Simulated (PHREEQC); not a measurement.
Make-up at 74 °C: 0.0087 mol/kgw NaHSO4, 0.089 mol/kgw Na2SO4 and 0.029 mol/kgw KCl. Closed to the air; pH follows from the charge balance.

Equilibrium calculation in PHREEQC: ion-association model, phreeqc.dat.

Each row changes one thing in this solution. This is a speciation only: nothing precipitates in the calculation.

```json
[
 {"case": "as made", "pH": "3.00", "ionic strength (mol/kgw)": "0.262", "Na+ (mol/kgw)": "0.169", "SO4-2 (mol/kgw)": "0.0675", "NaSO4- (mol/kgw)": "0.0176", "HSO4- (mol/kgw)": "0.00741"},
 {"case": "KCl left out", "pH": "3.03", "ionic strength (mol/kgw)": "…", "Na+ (mol/kgw)": "0.168", "SO4-2 (mol/kgw)": "0.0712", "NaSO4- (mol/kgw)": "0.0190", "HSO4- (mol/kgw)": "0.00751"},
 {"case": "KCl replaced by KOH at the same molality", "pH": "10.84", "ionic strength (mol/kgw)": "…", "Na+ (mol/kgw)": "0.168", "SO4-2 (mol/kgw)": "0.0733", "NaSO4- (mol/kgw)": "0.0189", "HSO4- (mol/kgw)": "1.17e-10"},
 {"case": "Na2SO4 left out", "pH": "2.36", "ionic strength (mol/kgw)": "0.0464", "Na+ (mol/kgw)": "0.00859", "SO4-2 (mol/kgw)": "…", "NaSO4- (mol/kgw)": "0.000106", "HSO4- (mol/kgw)": "0.00348"},
 {"case": "0.15 mol/kgw MgCl2 added", "pH": "2.59", "ionic strength (mol/kgw)": "0.503", "Na+ (mol/kgw)": "0.181", "SO4-2 (mol/kgw)": "0.0243", "NaSO4- (mol/kgw)": "0.00532", "HSO4- (mol/kgw)": "0.00527"},
 {"case": "KCl from 0.029 to 0.0319 mol/kgw", "pH": "3.00", "ionic strength (mol/kgw)": "…", "Na+ (mol/kgw)": "0.169", "SO4-2 (mol/kgw)": "0.0672", "NaSO4- (mol/kgw)": "…", "HSO4- (mol/kgw)": "0.00740"},
 {"case": "KCl from 0.029 to 0.0058 mol/kgw", "pH": "3.03", "ionic strength (mol/kgw)": "0.244", "Na+ (mol/kgw)": "0.168", "SO4-2 (mol/kgw)": "0.0704", "NaSO4- (mol/kgw)": "0.0187", "HSO4- (mol/kgw)": "0.00749"},
 {"case": "temperature from 74 to 85 °C", "pH": "3.11", "ionic strength (mol/kgw)": "0.260", "Na+ (mol/kgw)": "0.169", "SO4-2 (mol/kgw)": "0.0667", "NaSO4- (mol/kgw)": "0.0177", "HSO4- (mol/kgw)": "0.00768"},
 {"case": "0.12 mol/kgw CdCl2 added", "pH": "2.86", "ionic strength (mol/kgw)": "0.367", "Na+ (mol/kgw)": "0.175", "SO4-2 (mol/kgw)": "0.0507", "NaSO4- (mol/kgw)": "0.0120", "HSO4- (mol/kgw)": "0.00686"}
]
```

**Question.** Fill in the missing entries.

**Answer.** 
- KCl left out, ionic strength (mol/kgw): 0.240
- KCl replaced by KOH at the same molality, ionic strength (mol/kgw): 0.265
- Na2SO4 left out, SO4-2 (mol/kgw): 0.00434
- KCl from 0.029 to 0.0319 mol/kgw, ionic strength (mol/kgw): 0.264
- KCl from 0.029 to 0.0319 mol/kgw, NaSO4- (mol/kgw): 0.0175

Species that the database lacks are ignored. Away from 25 °C the constants follow the database's enthalpies or fits; those with neither stay at their 25 °C values.
